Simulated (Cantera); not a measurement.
## Catalytic combustion on Pt

An isothermal plug-flow reactor at 600 K and 270000 Pa (inlet), inlet velocity 0.63 m/s, active area per volume 3000 1/m; feed CO : O2 : N2 : H2O = 0.0058 : 0.037 : 0.79 : 0.11 (molar parts).

Detailed kinetics in Cantera: Deutschmann's 1995 Pt surface mechanism with GRI-Mech 3.0 gas chemistry. Catalytic surfaces can have several steady states; this one follows from the mechanism file's or the stated starting coverage. Mass transfer to the wall is taken as infinitely fast.

```
z (m)       x CO    x O2  x H2O     x CO2  θ free Pt    θ O*    θ OH*  θ CO*
-------  -------  ------  -----  --------  ---------  ------  -------  -----
5.6e-05  0.00614  0.0392  0.117   1.02e-5    0.00735  0.0108  0.00215  0.980
9.3e-05  0.00614  0.0392  0.117   1.69e-5    0.00736  0.0108  0.00215  0.980
0.00016  0.00612  0.0392  0.117   2.91e-5    0.00737  0.0108  0.00216  0.980
0.00026  0.00610  0.0392  0.117   4.74e-5    0.00739  0.0109  0.00217  0.979
0.00043  0.00607  0.0392  0.117   7.88e-5    0.00742  0.0110  0.00218  0.979
0.00072  0.00602  0.0392  0.117  0.000133    0.00747  0.0111  0.00220  0.979
0.0012   0.00593  0.0391  0.117  0.000224    0.00756  0.0114  0.00224  0.979
0.002    0.00577  0.0391  0.117  0.000381    0.00773  0.0119  0.00232  0.978
0.0034   0.00548  0.0389  0.117  0.000672    0.00807  0.0129  0.00247  0.976
0.0056   0.00496  0.0387  0.117   0.00119    0.00881  0.0153  0.00281  0.973
```
x: gas mole fraction; θ: surface coverage.
